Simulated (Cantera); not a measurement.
# Equilibrium for fluorocarbon and chlorocarbon gases: CH3Cl + F2 + H2

A closed system holds: 1 mol CH3Cl, 0.78 mol F2, 6.6 mol H2, at 2.90 Pa.

Equilibrium computed with Cantera from the NASA thermochemical tables; the gas is ideal and each condensed phase is pure. Candidate condensed phases: C, C6H6, C7H8, C8H18; 118 gas species. Kinetics and transport are ignored.

```
T (K)      x H    x H2    x HF    x HCl      x Cl      x C3       x F  n C(graphite)
-----  -------  ------  ------  -------  --------  --------  --------  -------------
1475   0.00205   0.725   0.166    0.106  0.000243    <1e-12   1.07e-8          1.000
1575   0.00655   0.722   0.166    0.105  0.000761  1.49e-12   6.92e-8          1.000
1675    0.0182   0.712   0.165    0.103   0.00206  6.47e-11   3.58e-7          0.999
1775    0.0446   0.689   0.162   0.0990   0.00493   1.82e-9   1.54e-6          0.998
1875    0.0977   0.644   0.157   0.0905    0.0104   3.56e-8   5.71e-6          0.996
1975     0.191   0.564   0.149   0.0762    0.0192   5.12e-7   1.87e-5          0.992
2075     0.330   0.446   0.136   0.0565    0.0309   5.66e-6   5.57e-5          0.987
2175     0.498   0.302   0.121   0.0353    0.0425   4.99e-5  0.000158          0.979
2275     0.651   0.171   0.107   0.0184    0.0507  0.000361  0.000450          0.959
2375     0.752  0.0824  0.0972  0.00840    0.0548   0.00220   0.00132          0.849
2475     0.794  0.0362  0.0885  0.00358    0.0557    0.0116   0.00381          0.275
2575     0.812  0.0159  0.0786  0.00155    0.0555    0.0139    0.0101              0
```
x: gas mole fraction; n: condensed amount in mol.

From 1475 K to 2475 K the condensed part is C(graphite). At 2575 K nothing is condensed. The main C-bearing gas is C2H2 (acetylene) at 1475 K and C3 at 2575 K.
